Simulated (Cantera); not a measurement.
A freely propagating, adiabatic, planar premixed flame of H₂ : O₂ : N₂ = 1 : 0.617 : 2.32 (molar parts), unburnt at 523 K and 150000 Pa; mixture-averaged transport, grid criteria slope 0.08 and curve 0.16, no radiation.

Model: the H2/O2 subset of GRI-Mech 3.0, which has no nitrogen chemistry, integrated in Cantera. Burning velocities carry a grid error of a few per cent, more on coarse grids.

Task: How do the results move with these cheaper or finer settings: unity-Lewis-number transport; multicomponent transport; multicomponent+Soret transport; grid criteria slope 0.5, curve 1; grid criteria slope 0.25, curve 0.5; grid criteria slope 0.03, curve 0.06?

Result: 
```csv
setting,laminar burning velocity,thermal thickness,peak x(HO₂),peak x(H₂O₂),grid points
as above,467 cm/s,0.252 mm,0.000470,4.20e-5,107
unity-Lewis-number transport,350 cm/s,0.193 mm,0.000350,1.73e-5,105
multicomponent transport,460 cm/s,0.250 mm,0.000472,4.29e-5,107
multicomponent+Soret transport,427 cm/s,0.247 mm,0.000469,4.42e-5,107
"grid criteria slope 0.5, curve 1",584 cm/s,0.327 mm,0.000400,3.34e-5,37
"grid criteria slope 0.25, curve 0.5",489 cm/s,0.273 mm,0.000454,3.81e-5,52
"grid criteria slope 0.03, curve 0.06",459 cm/s,0.247 mm,0.000473,4.38e-5,239
```
Unity Lewis numbers drop preferential diffusion, which matters most where H2 and H carry the flame; Soret adds thermal diffusion.
